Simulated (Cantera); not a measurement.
Input: 1 mol MgCO3, 0.64 mol H2S, 0.15 mol H2O, 0.34 mol SO2, held at 752 °C and 10.0 Torr.

Method: chemical equilibrium by Gibbs-energy minimisation in Cantera with the NASA 1993 tables (ideal gas, pure condensed phases). Candidate condensed phases: C, C6H6, C7H8, C8H18, H2O, H2SO4, Mg, MgCO3, MgO, Mg(OH)2, MgS, MgSO4, S; 130 gas species. Gases not in the tables: S3 to S7. The numbers say what is thermodynamically allowed, not how fast it happens.

Base state: CO2 0.427, H2O 0.290, S2 0.168, H2S 0.0476, SO2 0.0432, CO 0.0109, H2 0.00963, COS 0.00170 (mole fractions); condensed: MgO(s).

Question: What changes in the equilibrium state with this change: H2O from 0.15 to 1.1 mol?

Answer: 
```tsv
species	before	after
H2O	0.290	0.474
CO2	0.427	0.304
S2	0.168	0.103
CO	0.0109	0.00685
H2	0.00963	0.0139
H2S	0.0476	0.0536
SO2	0.0432	0.0434
COS	0.00170	0.000835
S2O	0.00107	0.000741
SO	3.69e-5	3.27e-5
MgO(s), mol	1.00	1.00
```
